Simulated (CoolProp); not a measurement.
Vapour-liquid equilibrium of dimethyl ether (1) + ethanol (2) at 0.194 bar; x and y are mole fractions of (1).

Model: multi-fluid Helmholtz-energy mixture model, Wu 2011 and Schroeder 2014; pair parameters Bell 2016, in CoolProp.

```
x      bubble temperature (K)  y at the bubble point  dew temperature at overall composition x (K)  liquid density (mol/L)
-----  ----------------------  ---------------------  --------------------------------------------  ----------------------
0.05                    266.2                  0.952                                         313.7                   17.55
0.125                   245.3                  0.992                                         312.2                   17.83
0.2                     236.4                  0.997                                         310.4                   17.90
0.275                   231.2                  0.998                                         308.6                   17.89
0.35                    227.7                  0.999                                         306.6                   17.85
0.425                   225.3                  0.999                                         304.3                   17.78
0.5                     223.5                  0.999                                         301.9                   17.70
0.575                   222.1                  1.000                                         299.0                   17.61
0.65                    220.9                  1.000                                         295.7                   17.50
0.725                   219.9                  1.000                                         291.7                   17.39
0.8                     218.9                  1.000                                         286.6                   17.26
0.875                   217.9                  1.000                                         279.5                   17.13
0.95                    216.9                  1.000                                         266.7                   16.99
```

No azeotrope shows between x = 0.05 and 0.95.

The pair parameters rest on a limited set of measurements; away from them the model extrapolates. With so large a gap from Raoult's law the liquid may split in two, which this calculation doesn't test in full.
